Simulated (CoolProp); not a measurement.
Vapour-liquid equilibrium of R143a (1) + dimethyl ether (2) at 197.7 K; x and y are mole fractions of (1).

The numbers come from the multi-fluid Helmholtz-energy mixture model, Lemmon and Jacobsen 2000 and Wu 2011; pair parameters Bell 2016 in CoolProp.

```
x     bubble pressure, mixture model (kPa)  bubble pressure, Raoult's law (kPa)  y, mixture model  y, Raoult's law
----  ------------------------------------  -----------------------------------  ----------------  ---------------
0.05                                 6.754                                6.473             0.198            0.164
0.2                                  9.609                                8.809             0.519            0.483
0.35                                 12.10                                11.14             0.682            0.668
0.5                                  14.35                                13.48             0.786            0.789
0.65                                 16.46                                15.82             0.863            0.874
0.8                                  18.51                                18.15             0.926            0.937
0.95                                 20.57                                20.49             0.982            0.986
```

The largest gap from Raoult's law is +9.1 % in bubble pressure, at x = 0.2. No azeotrope shows between x = 0.05 and 0.95.

The pair parameters rest on a limited set of measurements; away from them the model extrapolates.
